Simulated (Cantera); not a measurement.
Feed: 1 mol Ta, 3 mol O2, 120 mol H2, 2 mol CH4, equilibrated at 0.480 Pa.

Method: chemical equilibrium by Gibbs-energy minimisation in Cantera with the NASA 1993 tables (ideal gas, pure condensed phases). Candidate condensed phases: C, C6H6, C7H8, C8H18, H2O, Ta, TaC, Ta2O5; 113 gas species. Kinetics and transport are ignored.

log p: log10 of the partial pressure in bar; n: condensed amount in mol.

| T (K) | log p H2 | log p H | log p CO | log p H2O | log p TaO2 | log p CO2 | n Ta2O5(s) |
|---|---|---|---|---|---|---|---|
| 1000 | -5.33 | -11.31 | -7.13 | -7.25 | <-17 | -8.89 | 0.500 |
| 1075 | -5.33 | (withheld) | -7.12 | -7.25 | <-17 | (withheld) | 0.500 |
| 1150 | -5.33 | -9.79 | -7.12 | -7.25 | <-17 | -9.12 | 0.500 |
| 1225 | -5.33 | -9.17 | -7.12 | -7.25 | <-17 | -9.21 | 0.500 |
| 1300 | -5.33 | -8.62 | -7.12 | -7.25 | -15.73 | -9.28 | 0.500 |
| 1375 | -5.33 | -8.13 | -7.12 | -7.25 | -14.25 | -9.35 | 0.500 |
| 1450 | -5.33 | -7.69 | -7.12 | -7.25 | -12.94 | -9.41 | 0.500 |
| 1525 | -5.34 | (withheld) | -7.12 | -7.25 | (withheld) | -9.46 | 0.500 |
| 1600 | -5.34 | -6.94 | -7.13 | -7.25 | -10.69 | -9.51 | 0.500 |
| 1675 | -5.35 | -6.61 | -7.13 | -7.26 | -9.72 | -9.55 | 0.497 |
| 1750 | -5.38 | -6.32 | -7.14 | -7.26 | -8.85 | -9.59 | 0.480 |
| 1825 | -5.42 | -6.07 | -7.16 | -7.26 | -8.06 | -9.59 | 0.374 |

Some entries are withheld; supply them.


- 1075, log p H: -10.50
- 1075, log p CO2: -9.01
- 1525, log p H: -7.29
- 1525, log p TaO2: -11.75
